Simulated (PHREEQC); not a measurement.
Spent oxide etchant: speciation

Solution (20 °C): 0.0015 mol NH4HF2, 0.032 mol (NH4)2SiF6 and 0.22 mol H3BO3 per kg of water. Closed to the air; pH follows from the charge balance.

The numbers come from PHREEQC with the ion-association model, phreeqc.dat.

The pH comes out as 3.58 and the ionic strength comes out as 0.0841 mol/kgw. The density comes out as 1.007 g/cm³ and the total alkalinity is -130 meq/kg.

```csv
species,molality,activity,log γ
H3BO3,0.193,0.197,0.008
NH4+,0.0655,0.0499,-0.119
SiF6-2,0.0183,0.00731,-0.398
H4SiO4,0.0137,0.0140,0.008
BF4-,0.0115,0.00915,-0.101
BF2(OH)2-,0.00946,0.00750,-0.101
BF3OH-,0.00566,0.00449,-0.101
F-,0.00242,0.00188,-0.110
HF,0.000666,0.000679,0.008
H+,0.000316,0.000263,-0.079
BF(OH)3-,0.000176,0.000140,-0.101
HF2-,5.92e-6,4.69e-6,-0.101
```

This is a speciation only: nothing precipitates in the calculation. The solution is supersaturated, for example in SiO2(a), Quartz (slow to form), so a real one may precipitate; this is no full list. Complexes and solids missing from the database can't appear. SiF6-2 is the database's only silicon fluoride. Real BF4- forms and hydrolyses slowly; the run takes it at equilibrium.
